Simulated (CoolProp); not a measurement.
Computed with CoolProp (reference Helmholtz-energy equation of state, Wu 2012).

Task: Give the vapour pressure (MPa), liquid density (kg/m³), vapour density (kg/m³), enthalpy of vaporisation (kJ/kg) of saturated fluoroethane (R161) at 79.25, 90.45 °C.

Result: 
| T (°C) | p (MPa) | liquid density (kg/m³) | vapour density (kg/m³) | enthalpy of vaporisation (kJ/kg) |
|---|---|---|---|---|
| 79.25 | 3.23 | 552 | 90.4 | 209 |
| 90.45 | 4.02 | 495 | 128 | 161 |
